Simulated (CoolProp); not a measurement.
Properties of hydrogen chloride along the isotherm 355.3 K (Tc = 324.7 K, pc = 83.14 bar, ω = 0.130).

Values from CoolProp's reference Helmholtz-energy equation of state, Thol 2018.

| p (bar) | phase | cv (kJ/(kg K)) | Joule-Thomson coefficient (K/MPa) | isothermal compressibility (1/MPa) | expansivity (1/kK) |
|---|---|---|---|---|---|
| 8.31 | gas | 0.5862 | 10.47 | [?] | [?] |
| 16.6 | gas | 0.6025 | 10.32 | 0.6402 | 3.379 |
| 24.9 | gas | 0.6203 | 10.14 | 0.4417 | 3.731 |
| 33.3 | gas | 0.6400 | 9.950 | [?] | 4.150 |
| 41.6 | gas | 0.6613 | 9.733 | 0.2859 | 4.643 |
| 49.9 | gas | 0.6846 | [?] | [?] | 5.237 |
| 58.2 | gas | [?] | 9.215 | 0.2247 | 5.961 |
| 66.5 | gas | 0.7381 | 8.906 | 0.2079 | [?] |
| 74.8 | gas | 0.7687 | 8.558 | 0.1969 | 7.995 |
| 83.1 | gas | 0.8020 | 8.168 | 0.1905 | 9.459 |
| 91.4 | supercritical | 0.8379 | 7.731 | 0.1883 | 11.40 |
| 99.8 | supercritical | 0.8762 | 7.237 | 0.1903 | 14.07 |
| 108 | supercritical | 0.9138 | [?] | 0.1965 | 17.68 |
| 116 | supercritical | 0.9470 | 6.100 | 0.2056 | 22.47 |
| 125 | supercritical | 0.9708 | 5.315 | 0.2092 | 28.53 |

Some entries are withheld; supply them.


- 8.31, isothermal compressibility (1/MPa): 1.239
- 8.31, expansivity (1/kK): 3.077
- 33.3, isothermal compressibility (1/MPa): 0.3429
- 49.9, Joule-Thomson coefficient (K/MPa): 9.489
- 49.9, isothermal compressibility (1/MPa): 0.2493
- 58.2, cv (kJ/(kg K)): 0.7101
- 66.5, expansivity (1/kK): 6.860
- 108, Joule-Thomson coefficient (K/MPa): 6.697
